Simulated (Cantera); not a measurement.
Equilibrium for silicon oxide and oxynitride deposition: Si₂H₆ + O₃ + N₂

A closed system holds: 1 mol Si₂H₆, 0.21 mol O₃, 180 mol N₂, equilibrated at 13.0 mbar.

These are equilibrium values from Cantera (NASA tables, ideal gas, pure condensed phases), not measurements of a reactor. Candidate condensed phases: H₂O, Si, SiO₂, Si₂N₂O, Si₃N₄; 35 gas species. The feed counts by its element totals alone. N₂ is the only nitrogen source here; it is nearly inert below about 1500 K, so the nitride shown seldom forms there in practice. Mutual solubility and eutectic melting of coexisting phases are not modelled. The tables' values for SiN are old estimates; treat these amounts as uncertain. The numbers say what is thermodynamically allowed, not how fast it happens.

```tsv
T (K)	x N₂	x H₂	x SiO	x H	x Si	n Si₂N₂O(s)	n Si₃N₄(s)	n Si(l)
1098	0.984	0.0165	<1e-12	2.79e-8	<1e-12	0.630	0.247	0
1173	0.984	0.0165	2.37e-11	1.33e-7	<1e-12	0.630	0.247	0
1248	0.984	0.0165	8.61e-10	5.26e-7	<1e-12	0.630	0.247	0
1323	0.984	0.0165	2.06e-8	1.79e-6	1.17e-11	0.630	0.247	0
1398	0.984	0.0165	3.50e-7	5.33e-6	3.41e-10	0.630	0.247	0
1473	0.983	0.0165	4.41e-6	1.42e-5	7.03e-9	0.629	0.247	0
1548	0.983	0.0165	4.33e-5	3.47e-5	1.08e-7	0.622	0.249	0
1623	0.983	0.0164	0.000342	7.77e-5	1.28e-6	0.568	0.267	0
1698	0.981	0.0164	0.00224	0.000162	1.21e-5	0.221	0.382	0
1773	0.980	0.0163	0.00345	0.000318	9.51e-5	0	0.450	0
1848	0.979	0.0160	0.00343	0.000589	0.000483	0	0	1.26
```
x: gas mole fraction; n: condensed amount in mol.

From 1098 K to 1698 K the condensed part is Si₂N₂O(s) + Si₃N₄(s). At 1773 K the condensed part is Si₃N₄(s). At 1848 K the condensed part is Si(l).
